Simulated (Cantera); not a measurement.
A closed system holds: 1 mol CCl₄, 0.92 mol CH₄, held at 44.0 Pa.

Equilibrium computed with Cantera from the NASA thermochemical tables; the gas is ideal and each condensed phase is pure. Candidate condensed phases: C, C₆H₆, C₇H₈, C₈H₁₈; 103 gas species. Ions and electrons are included (thermal ionisation). The tables' values for CCl are old estimates; treat these amounts as uncertain. Kinetics and transport are ignored. All values below are at 3000 K.

Base state: Cl 0.463, H 0.418, C₃ 0.0499, C 0.0476, C₂ 0.0123, HCl 0.00502, H₂ 0.00309, C₂H 0.000762 (mole fractions); condensed: gas only.

### Question
What changes in the equilibrium state with this change: CH₄ from 0.92 to 0.016 mol?

### Answer
```tsv
species	before	after
Cl	0.463	0.876
C₃	0.0499	0.0498
C	0.0476	0.0475
H	0.418	0.0137
HCl	0.00502	0.000311
C₂	0.0123	0.0123
C₂H₂ (acetylene)	3.28e-5	3.50e-8
H₂	0.00309	3.30e-6
C₂H	0.000762	2.49e-5
CH	2.49e-5	8.14e-7
```
